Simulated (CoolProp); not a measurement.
Octamethylcyclotetrasiloxane (D4) along the isobar 0.0919 MPa: density (kg/m³) from the reference equation and from simpler models built on Tc = 586.5 K, pc = 1.347 MPa, ω = 0.598; each cubic takes its own stable root.

Model: reference Helmholtz-energy equation of state, Thol 2015, in CoolProp.

```csv
T (K),phase,reference
443.3,liquid,773.2
454.1,gas,7.731
464.9,gas,7.504
475.8,gas,7.292
486.6,gas,7.095
497.5,gas,6.909
508.3,gas,6.736
519.2,gas,6.572
530,gas,6.418
540.9,gas,6.271
551.7,gas,6.132
562.6,gas,6.000
573.4,gas,5.874
584.3,gas,5.753
595.1,gas,5.639
605.9,gas,5.530
```

Question: How far does each simpler model (Redlich-Kwong, Soave-Redlich-Kwong, Peng-Robinson) lie from the reference over these 16 states: mean and median of the absolute difference, and the worst?

Answer: 
- Redlich-Kwong: mean 6.8 %, median 0.5 %, worst -99.0 % at 443.3 K and 0.0919 MPa
- Soave-Redlich-Kwong: mean 0.8 %, median 0.1 %, worst -9.3 % at 443.3 K and 0.0919 MPa
- Peng-Robinson: mean 0.3 %, median 0.2 %, worst +2.6 % at 443.3 K and 0.0919 MPa

At some of these states Redlich-Kwong gives the other phase, because its saturation line lies elsewhere.
